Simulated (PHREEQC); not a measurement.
Dissolve 0.24 mol/kgw NiCl2 at 59 °C. Closed to the air; pH follows from the charge balance.

Equilibrium calculation in PHREEQC: ion-association model, wateq4f.dat.

```yaml
pH: 5.12
ionic_strength: 0.571 mol/kgw
activity_of_water: 0.989
```

| species | molality | activity | log γ |
|---|---|---|---|
| Cl- | 0.394 | 0.243 | -0.210 |
| Ni+2 | 0.177 | 0.0481 | -0.565 |
| NiCl+ | 0.0406 | 0.0294 | -0.141 |
| NiCl2 | 0.0227 | 0.0259 | 0.057 |
| H+ | 1.02e-5 | 7.64e-6 | -0.126 |
| NiOH+ | 1.02e-5 | 7.36e-6 | -0.141 |

No solid was allowed to form. At this temperature some constants are extrapolated from 25 °C, and those without enthalpy data are left unchanged.
